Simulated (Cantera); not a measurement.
An adiabatic, constant-pressure homogeneous reactor starts with 19.5 % CH₄, 16.9 % O₂, 63.6 % N₂, at 1225 K and 0.237 atm.

Cantera simulation using GRI-Mech 3.0 (53 species, 325 reactions); the numbers are that mechanism's predictions, not measurements.

x: mole fraction; the columns are a selection and need not sum to one.

```tsv
t (s)	T (K)	x CH₄	x O₂	x C₂H₆	x C₂H	x C₂H₂
1.00e-6	1225	0.195	0.169	<1e-12	<1e-12	<1e-12
2.26e-6	1225	0.195	0.169	<1e-12	<1e-12	<1e-12
5.09e-6	1225	0.195	0.169	<1e-12	<1e-12	<1e-12
1.15e-5	1225	0.195	0.169	<1e-12	<1e-12	<1e-12
2.59e-5	1225	0.195	0.169	<1e-12	<1e-12	<1e-12
5.85e-5	1225	0.195	0.169	<1e-12	<1e-12	<1e-12
0.000132	1225	0.195	0.169	2.16e-12	<1e-12	<1e-12
0.000298	1225	0.195	0.169	2.64e-11	<1e-12	<1e-12
0.000672	1225	0.195	0.169	3.68e-10	<1e-12	<1e-12
0.00152	1225	0.195	0.169	6.59e-9	<1e-12	<1e-12
0.00342	1225	0.195	0.169	1.59e-7	<1e-12	<1e-12
0.00772	1225	0.195	0.169	?	<1e-12	9.17e-12
0.0174	1225	0.194	0.169	2.11e-5	<1e-12	2.59e-10
0.0393	1227	0.194	0.169	8.69e-5	<1e-12	3.85e-9
0.0886	1234	0.192	0.168	0.000408	<1e-12	8.78e-8
0.200	?	?	?	<1e-12	?	?
```

Task: Some entries are withheld; supply them.

Result: 
- 0.00772, x C₂H₆: 2.99e-6
- 0.200, T (K): 2122
- 0.200, x CH₄: 3.22e-6
- 0.200, x O₂: 3.50e-7
- 0.200, x C₂H: 2.04e-9
- 0.200, x C₂H₂: 5.39e-6
